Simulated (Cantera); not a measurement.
## Premixed flame

A freely propagating, adiabatic, planar premixed flame of H₂ : O₂ : N₂ = 1 : 0.333 : 1.25 (molar parts), equivalence ratio 1.5, unburnt at 425 K and 7500 Torr; multicomponent+Soret transport, grid criteria slope 0.08 and curve 0.16, no radiation.

Model: the H2/O2 subset of GRI-Mech 3.0, which has no nitrogen chemistry, integrated in Cantera. The hydrogen kinetics of GRI-Mech 3.0 are dated; newer H2 mechanisms differ, most at raised pressure. Burning velocities carry a grid error of a few per cent, more on coarse grids.

```tsv
z (mm)	T (K)	u (m/s)	x H₂	x O₂	x OH	x H₂O₂	x H	x O
-0.0614	425	4.23	0.387	0.129	<1e-8	<1e-8	<1e-8	<1e-8
-0.0409	425	4.23	0.387	0.129	<1e-8	<1e-8	<1e-8	<1e-8
-0.0307	425	4.22	0.385	0.129	<1e-8	2.17e-8	<1e-8	<1e-8
-0.0205	429	4.20	0.377	0.131	<1e-8	4.67e-7	<1e-8	1.14e-7
-0.0102	532	4.87	0.325	0.139	4.25e-5	6.56e-5	1.39e-5	9.84e-6
-0.00511	905	8.04	0.282	0.125	0.00107	0.000181	0.00193	0.000245
0	1365	12.0	0.230	0.0894	0.00236	6.52e-5	0.0119	0.00147
0.00511	1684	14.8	0.179	0.0495	0.00452	7.12e-6	0.0247	0.00258
0.0102	1867	16.4	0.147	0.0237	0.00638	3.73e-6	0.0317	0.00250
0.0205	2036	17.8	0.128	0.00574	0.00773	1.82e-6	0.0317	0.00170
0.0409	2165	18.8	0.128	0.00121	0.00691	8.59e-7	0.0235	0.000915
0.0818	2259	19.5	0.131	0.000425	0.00495	4.48e-7	0.0147	0.000386
0.164	2320	20.0	0.134	0.000150	0.00310	2.10e-7	0.00851	0.000135
```
x: mole fraction of selected species; z is measured from the peak of heat release.

The laminar burning velocity comes out as 423 cm/s. The thermal thickness comes out as 0.0205 mm and the peak x(OH) is 0.00775. The peak x(H₂O₂) is 0.000181. The peak x(H) is 0.0331. The peak x(O) comes out as 0.00266.
